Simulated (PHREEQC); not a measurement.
Consider water at 16 °C with 0.0021 mol/kgw CdCl2, 0.0002 mol/kgw CaCl2, 0.00022 mol/kgw NaHCO3 and 0.00085 mol/kgw NaCl. Closed to the air; pH follows from the charge balance.

Computed with PHREEQC (ion-association model, wateq4f.dat).

This is a speciation only: nothing precipitates in the calculation.

Q: What pH, ionic strength does the model give?

A: pH 7.66; ionic strength 0.00689 mol/kgw.

Q: In which forms is Cd present?

A: Cd+2 75 %, CdCl+ 24 % of the Cd.

Examples of supersaturated solids here: Otavite. Others may be too.
